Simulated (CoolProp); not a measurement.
A Linde-Hampson liquefier for carbon monoxide: isothermal reversible compression at 230 K from 1 atm to 40 MPa, throttling to 1 atm, return gas leaving the recuperator 5 K below the feed. Each further row changes one setting.

Values from CoolProp's reference Helmholtz-energy equation of state, Lemmon 2006. It is a short technical equation, of lower accuracy than the large ones.

```tsv
case	liquid yield per pass	compression work (kJ/kg of gas)
as stated	0.197	399
high pressure 80 MPa	0.144	472
warm-end temperature 260 K	0.145	460
warm-end gap 10 K	0.186	399
```
